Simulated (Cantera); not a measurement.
Feed: 1 mol MgO, 0.86 mol Cl₂, 0.045 mol H₂, equilibrated at 1398.15 K and 13.3 mbar.

Method: chemical equilibrium by Gibbs-energy minimisation in Cantera with the NASA 1993 tables (ideal gas, pure condensed phases). Candidate condensed phases: H₂O, Mg, MgCl₂, MgO, Mg(OH)₂; 22 gas species. Rates play no part.

Base state: MgCl₂ 0.339, Cl₂ 0.286, O₂ 0.169, Cl 0.130, HCl 0.0761, ClO 0.000174, H₂O 4.25e-5 (mole fractions); condensed: MgO(s).

### Question
What changes in the equilibrium state with this change: 0.7 mol NH₃ added?

### Answer
| species | before | after |
|---|---|---|
| HCl | 0.0761 | 0.678 |
| N₂ | 0 | 0.152 |
| H₂ | <1e-9 | 0.102 |
| MgCl₂ | 0.339 | 0.0339 |
| Cl₂ | 0.286 | 8.77e-8 |
| O₂ | 0.169 | <1e-9 |
| Cl | 0.130 | 7.19e-5 |
| H₂O | 4.25e-5 | 0.0339 |
| ClO | 0.000174 | <1e-9 |
| H | <1e-9 | 1.31e-5 |
| MgO(s), mol | 0.600 | 0.922 |
Further candidate phases: NH₄Cl.
